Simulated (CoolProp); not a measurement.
Saturation properties of chloromethane (R40).

Model: reference Helmholtz-energy equation of state, Thol 2014, in CoolProp.

```csv
T (K),p (bar),liquid density (kg/m³),enthalpy of vaporisation (kJ/kg),liquid cp (kJ/(kg K)),vapour Z
247,0.9210,1007,430.3,1.582,0.9668
256,1.351,991.4,421.1,1.580,0.9573
265,1.925,975.3,411.6,1.582,0.9462
274,2.671,958.7,401.9,1.588,0.9335
283,3.621,941.7,391.8,1.599,0.9192
292.1,4.823,923.9,381.2,1.614,0.9030
301.1,6.285,905.8,370.2,1.634,0.8852
310.1,8.055,886.9,358.7,1.658,0.8656
319.1,10.17,867.4,346.5,1.689,0.8441
328.1,12.67,846.9,333.5,1.728,0.8207
337.2,15.63,825.2,319.6,1.776,0.7949
```

It boils at 249.2 K under 1 atm.
